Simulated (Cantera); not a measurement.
Catalytic stagnation flow on Pt

A jet of H2 : O2 : N2 = 0.015 : 0.16 : 0.79 (molar parts), equivalence ratio 0.047 at 300 K and 16000 Pa hits a platinum plate 6.2 cm away at a mass flux of 0.026 kg/m²/s; the plate temperature is set and raised in steps from an oxygen-covered start.

Detailed kinetics in Cantera: Deutschmann's 1995 Pt surface mechanism with GRI-Mech 3.0 gas chemistry. Catalytic surfaces can have several steady states; this one follows from the mechanism file's or the stated starting coverage.

```csv
plate T (K),wall x H2,wall x O2,wall x H2O,wall x OH,θ free Pt,θ O*,θ OH*
600,0.00158,0.151,0.0270,<1e-8,0.0173,0.979,0.00373
650,0.00153,0.151,0.0269,<1e-8,0.0188,0.979,0.00254
700,0.00128,0.151,0.0272,<1e-8,0.0237,0.974,0.00198
750,0.000856,0.150,0.0279,<1e-8,0.0383,0.960,0.00183
800,0.000521,0.150,0.0284,<1e-8,0.0664,0.932,0.00180
850,0.000339,0.150,0.0286,1.05e-8,0.107,0.891,0.00174
900,0.000241,0.150,0.0287,3.16e-8,0.157,0.841,0.00164
```
x: mole fraction at the wall; θ: surface coverage.
